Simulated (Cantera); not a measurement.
An adiabatic, constant-volume homogeneous reactor starts with CH4 : CO : O2 : N2 : H2O = 1 : 0.1 : 1.21 : 13.3 : 2.7 (molar parts), equivalence ratio 1.7, at 1200 K and 500000 Pa. Integrator tolerance rtol = 1e-08.

Computed with Cantera and GRI-Mech 3.0 (53 species, 325 reactions).

Q: What does this change do: initial temperature 1200 to 1775 K?

A: 
| quantity | before | after |
|---|---|---|
| time of steepest temperature rise | 49.6 ms | 96.6 µs |
| temperature at 0.800 s | 1910 K | 2430 K |
| equilibrium temperature | 1910 K | 2430 K |
| x(CH4) at 0.800 s | 1.66e-10 (gas-phase equilibrium 1.86e-10) | 5.74e-12 (gas-phase equilibrium 6.55e-12) |
| x(CO) at 0.800 s | 0.0320 (gas-phase equilibrium 0.0320) | 0.0356 (gas-phase equilibrium 0.0356) |
| x(O2) at 0.800 s | 2.81e-8 (gas-phase equilibrium 2.81e-8) | 3.36e-5 (gas-phase equilibrium 3.36e-5) |
| x(N2O) at 0.800 s | 3.12e-10 (gas-phase equilibrium 3.13e-10) | 3.37e-8 (gas-phase equilibrium 3.37e-8) |
| x(NO) at 0.800 s | 1.96e-6 (gas-phase equilibrium 2.04e-6) | 0.000242 (gas-phase equilibrium 0.000242) |

Q: What does this change do: H2O 2.7 to 4.4 parts?

A: 
```csv
quantity,before,after
time of steepest temperature rise,49.6 ms,53.2 ms
temperature at 0.800 s,1910 K,1842 K
equilibrium temperature,1910 K,1842 K
x(CH4) at 0.800 s,1.66e-10 (gas-phase equilibrium 1.86e-10),1.51e-10 (gas-phase equilibrium 1.68e-10)
x(CO) at 0.800 s,0.0320 (gas-phase equilibrium 0.0320),0.0248 (gas-phase equilibrium 0.0248)
x(O2) at 0.800 s,2.81e-8 (gas-phase equilibrium 2.81e-8),1.60e-8 (gas-phase equilibrium 1.60e-8)
x(N2O) at 0.800 s,3.12e-10 (gas-phase equilibrium 3.13e-10),1.67e-10 (gas-phase equilibrium 1.74e-10)
x(NO) at 0.800 s,1.96e-6 (gas-phase equilibrium 2.04e-6),5.60e-7 (gas-phase equilibrium 1.19e-6)
```

Q: What does this change do: pressure from 500000 Pa to 101000 Pa?

A: 
| quantity | before | after |
|---|---|---|
| time of steepest temperature rise | 49.6 ms | 0.272 s |
| temperature at 0.800 s | 1910 K | 1909 K |
| equilibrium temperature | 1910 K | 1909 K |
| x(CH4) at 0.800 s | 1.66e-10 (gas-phase equilibrium 1.86e-10) | 6.58e-12 (gas-phase equilibrium 7.67e-12) |
| x(CO) at 0.800 s | 0.0320 (gas-phase equilibrium 0.0320) | 0.0320 (gas-phase equilibrium 0.0320) |
| x(O2) at 0.800 s | 2.81e-8 (gas-phase equilibrium 2.81e-8) | 1.37e-7 (gas-phase equilibrium 1.37e-7) |
| x(N2O) at 0.800 s | 3.12e-10 (gas-phase equilibrium 3.13e-10) | 4.07e-10 (gas-phase equilibrium 3.10e-10) |
| x(NO) at 0.800 s | 1.96e-6 (gas-phase equilibrium 2.04e-6) | 1.01e-5 (gas-phase equilibrium 4.49e-6) |
